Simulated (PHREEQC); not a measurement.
## Brine: an equilibrium model

Solution (40 °C and 10 atm): 1 mol HCl, 0.2 mol MgSO4 and 8.3e-05 mol H4SiO4 per kg of water. Closed to the air; pH follows from the charge balance.

All values are PHREEQC results (Pitzer model, pitzer.dat), not measurements.

No solid was allowed to form.

### Question
Estimate the pH.

### Answer
pH 0.04.

### Question
In which forms is S present?

### Answer
HSO4- 79 %, SO4-2 21 % of the S.

Species that the database lacks are ignored. In brines, pH and single-ion activities rest on the MacInnes convention. Constants without temperature data keep their 25 °C values here.
